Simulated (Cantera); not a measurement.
Mixture: 1.57 % C₃H₈, 15.4 % O₂, 83.0 % N₂, equivalence ratio 0.51, at 750 Torr, adiabatic and at constant volume. Ignition delay is the time to a rise of 400 K.

Computed with Cantera and GRI-Mech 3.0 (53 species, 325 reactions). GRI-Mech 3.0 was tuned for natural gas; its chemistry of propane as a main component is partial and can be far from experiment.

### Question
At T0 = 1523 K, what is the delay, and which 7 reactions control it most (d ln τ / d ln k, from doubling and halving each rate constant)?

### Answer
The delay is 66.3 µs.
```json
[
 {"reaction": "H + O2 <=> O + OH", "d ln τ / d ln k": "-0.44", "faster rate": "shortens it"},
 {"reaction": "C2H5 + CH3 (+M) <=> C3H8 (+M)", "d ln τ / d ln k": "-0.44", "faster rate": "shortens it"},
 {"reaction": "C3H8 + H <=> C3H7 + H2", "d ln τ / d ln k": "0.24", "faster rate": "lengthens it"},
 {"reaction": "CH3 + HO2 <=> CH3O + OH", "d ln τ / d ln k": "-0.21", "faster rate": "shortens it"},
 {"reaction": "C3H8 + OH <=> C3H7 + H2O", "d ln τ / d ln k": "0.13", "faster rate": "lengthens it"},
 {"reaction": "2 CH3 (+M) <=> C2H6 (+M)", "d ln τ / d ln k": "0.13", "faster rate": "lengthens it"},
 {"reaction": "CH3 + OH <=> CH2(S) + H2O", "d ln τ / d ln k": "-0.11", "faster rate": "shortens it"}
]
```
